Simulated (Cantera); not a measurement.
A diamond (100) surface in a fixed gas of H2 with x(CH4) = 0.011, x(CH3) = 0.0006, at 1400 K, 0.0230 bar; coverages are run to steady state.

Model: the Harris–Goodwin 1993 mechanism for the reconstructed diamond (100) surface, integrated in Cantera.

θ: site fractions in the mechanism's names (c6HH fully hydrogenated, c6H* and c6*H radical sites, c6** diradical, c6HM methylated).

| x(H) | growth (µm/h) | θ c6HH | θ c6H* | θ c6*H | θ c6** | θ c6HM |
|---|---|---|---|---|---|---|
| 0.0001 | 0.00565 | 0.708 | 0.0285 | 0.261 | 0.00322 | 3.14e-5 |
| 0.0002 | ? | ? | ? | ? | ? | ? |
| 0.0004 | ? | ? | ? | ? | ? | ? |
| 0.00079 | 0.318 | 0.425 | 0.0537 | 0.492 | 0.0279 | 6.34e-5 |
| 0.0016 | 0.777 | 0.379 | 0.0570 | 0.522 | 0.0406 | 7.32e-5 |
| 0.0031 | 1.43 | 0.353 | 0.0585 | 0.536 | 0.0507 | 8.35e-5 |
| 0.0062 | 2.24 | 0.338 | 0.0593 | 0.543 | 0.0582 | 9.41e-5 |
| 0.012 | 2.98 | 0.331 | 0.0597 | 0.546 | 0.0627 | 0.000102 |
| 0.025 | 3.77 | 0.327 | 0.0599 | 0.547 | 0.0655 | 0.000107 |

### Question
Some entries are withheld; supply them.

### Answer

- 0.0002, growth (µm/h): 0.0270
- 0.0002, θ c6HH: 0.595
- 0.0002, θ c6H*: 0.0390
- 0.0002, θ c6*H: 0.357
- 0.0002, θ c6**: 0.00796
- 0.0002, θ c6HM: 4.33e-5
- 0.0004, growth (µm/h): 0.105
- 0.0004, θ c6HH: 0.496
- 0.0004, θ c6H*: 0.0479
- 0.0004, θ c6*H: 0.438
- 0.0004, θ c6**: 0.0164
- 0.0004, θ c6HM: 5.41e-5
